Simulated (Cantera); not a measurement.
Input (Python, Cantera) and output of one run.

```python
import numpy as np
import cantera as ct

gas_names = [...]  # 116 gases of nasa_gas.yaml made of C, H, Mg, O
cond_names = """
    C(gr) C6H6(L) C7H8(L) C8H18(L),n-octa H2O(s) H2O(L) Mg(cr) Mg(L) MgCO3(s) MgO(s) MgO(L) MgO2H2(s)
""".split()


# ... load() reads the species with a 1 bar reference pressure and builds the phases ...
atoms = {
    'MgO': {'Mg': 1, 'O': 1},
    'CO': {'C': 1, 'O': 1},
    'H2': {'H': 2},
}
top_T = {'C(gr)': 4500}  # K; cautious upper limits of use, not melting points


# ... equilibrate(T, P, feed) seeds the gas with the atoms and calls Mixture.equilibrate('TP', solver="gibbs", rtol=1e-10, max_steps=50000) ...
results = []
T = 973.15  # K
P = 380  # Pa
for m in [2.2, 2.8, 3.7, 4.9, 6.5, 8.5, 11, 15, 19]:
    feed = {'MgO': 1, 'CO': 3.2, 'H2': m}  # mol
    mix = equilibrate(T, P, feed)
    results.append((T, P, feed, dict(zip(mix.species_names, mix.species_moles))))
    x = sorted(zip(gas.X, gas.species_names), reverse=True)
    print(f"T = {T:g} K  P = {P:g} Pa  n(H2) = {m:g} mol  gas = {mix.phase_moles(0):.4g} mol")
    print("   x: " + "  ".join(f"{s} {v:.3e}" for v, s in x if v > 1e-06))
    print("   condensed (mol): " + ("  ".join(f"{mix.phase(i).name} {mix.phase_moles(i):.4g}"
          for i in range(1, mix.n_phases) if mix.phase_moles(i) > 1e-12) or "none"))
```

It prints:

```
T = 973.15 K  P = 380 Pa  n(H2) = 2.2 mol  gas = 5.389 mol
   x: CO 5.905e-01  H2 4.075e-01  CO2 1.325e-03  H2O 5.673e-04  CH4 8.095e-05
   condensed (mol): C(gr) 0.009762  MgO(s) 1
T = 973.15 K  P = 380 Pa  n(H2) = 2.8 mol  gas = 5.989 mol
   x: CO 5.315e-01  H2 4.667e-01  CO2 1.073e-03  H2O 5.848e-04  CH4 1.062e-04
   condensed (mol): C(gr) 0.009296  MgO(s) 1
T = 973.15 K  P = 380 Pa  n(H2) = 3.7 mol  gas = 6.889 mol
   x: H2 5.362e-01  CO 4.623e-01  CO2 8.119e-04  H2O 5.843e-04  CH4 1.402e-04
   condensed (mol): C(gr) 0.008653  MgO(s) 1
T = 973.15 K  P = 380 Pa  n(H2) = 4.9 mol  gas = 8.089 mol
   x: H2 6.048e-01  CO 3.938e-01  CO2 5.893e-04  H2O 5.616e-04  CH4 1.783e-04
   condensed (mol): C(gr) 0.007867  MgO(s) 1
T = 973.15 K  P = 380 Pa  n(H2) = 6.5 mol  gas = 9.689 mol
   x: H2 6.699e-01  CO 3.289e-01  H2O 5.195e-04  CO2 4.111e-04  CH4 2.188e-04
   condensed (mol): C(gr) 0.006896  MgO(s) 1
T = 973.15 K  P = 380 Pa  n(H2) = 8.5 mol  gas = 11.69 mol
   x: H2 7.262e-01  CO 2.727e-01  H2O 4.670e-04  CO2 2.826e-04  CH4 2.571e-04
   condensed (mol): C(gr) 0.005756  MgO(s) 1
T = 973.15 K  P = 380 Pa  n(H2) = 11 mol  gas = 14.19 mol
   x: H2 7.743e-01  CO 2.248e-01  H2O 4.103e-04  CH4 2.923e-04  CO2 1.919e-04
   condensed (mol): C(gr) 0.004397  MgO(s) 1
T = 973.15 K  P = 380 Pa  n(H2) = 15 mol  gas = 18.19 mol
   x: H2 8.238e-01  CO 1.754e-01  H2O 3.406e-04  CH4 3.309e-04  CO2 1.169e-04
   condensed (mol): C(gr) 0.002303  MgO(s) 1
T = 973.15 K  P = 380 Pa  n(H2) = 19 mol  gas = 22.18 mol
   x: H2 8.555e-01  CO 1.438e-01  CH4 3.568e-04  H2O 2.900e-04  CO2 7.856e-05
   condensed (mol): C(gr) 0.0002615  MgO(s) 1
```

Equilibrium computed with Cantera from the NASA thermochemical tables; the gas is ideal and each condensed phase is pure.
